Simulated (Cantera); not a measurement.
A perfectly stirred reactor is fed with CO : O2 : H2O : N2 = 0.0037 : 0.048 : 0.0051 : 1 (molar parts), equivalence ratio 0.039, at 76000 Pa; it is held at 1273 K, and followed from long to short residence time.

Computed with Cantera and GRI-Mech 3.0 (53 species, 325 reactions).

One state of this run: x CO = 0.000627; x O2 = 0.0440; x H2O = 0.00480; x OH = 5.31e-5; x HO2 = 1.61e-6. x: mole fraction; the columns are a selection and need not sum to one.

### Question
Which value of τ (s) does it belong to?
A) 0.11
B) 0.040
C) 1.9
D) 0.0058

### Answer
B, 0.040
